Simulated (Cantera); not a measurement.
Charge: 1 mol CH3SiCl3, 39 mol H2, held at 2350 K and 10000 Pa.

These are equilibrium values from Cantera (NASA tables, ideal gas, pure condensed phases), not measurements of a reactor. Candidate condensed phases: C, C6H6, C7H8, C8H18, Si, SiC; 109 gas species. The feed counts by its element totals alone. The tables' values for SiCl are old estimates; treat these amounts as uncertain. Gases not in the tables: Si2H6 and higher silanes. The numbers say what is thermodynamically allowed, not how fast it happens.

**Question.** What is the equilibrium state?

**Answer.** 
```
Item                                        Value
--------------------------------------  ---------
x(H2)                                       0.888
x(HCl)                                     0.0640
x(H)                                       0.0372
x(Si)                                     0.00311
x(C2H2 (acetylene))                       0.00283
x(Cl)                                     0.00192
x(SiCl2)                                  0.00167
x(SiCl)                                  0.000472
x(SiH)                                   0.000312
n(SiC(s))                               0.716 mol
gas amount                              43.02 mol
log10 activity of C(graphite) (absent)      -0.12
log10 activity of Si(l) (absent)            -0.66
```
